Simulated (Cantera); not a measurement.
## Catalytic stagnation flow on Pt

A jet of H2 : O2 : N2 = 0.014 : 0.17 : 0.79 (molar parts), equivalence ratio 0.041 at 300 K and 0.0286 atm hits a platinum plate 5 cm away at a mass flux of 0.025 kg/m²/s; the plate temperature is set and raised in steps from an oxygen-covered start.

Computed with Cantera and Deutschmann's 1995 Pt surface mechanism with GRI-Mech 3.0 gas chemistry. Catalytic surfaces can have several steady states; this one follows from the mechanism file's or the stated starting coverage.

```
plate T (K)  wall x H2  wall x O2  wall x H2O  wall x OH  θ free Pt   θ O*     θ OH*
-----------  ---------  ---------  ----------  ---------  ---------  -----  --------
600            0.00356      0.163      0.0207      <1e-8     0.0360  0.962   0.00203
650            0.00346      0.163      0.0208      <1e-8     0.0391  0.960   0.00139
700            0.00302      0.163      0.0215      <1e-8     0.0487  0.950   0.00108
750            0.00221      0.162      0.0229      <1e-8     0.0741  0.925  0.000976
800            0.00153      0.161      0.0241      <1e-8      0.117  0.882  0.000920
```
x: mole fraction at the wall; θ: surface coverage.
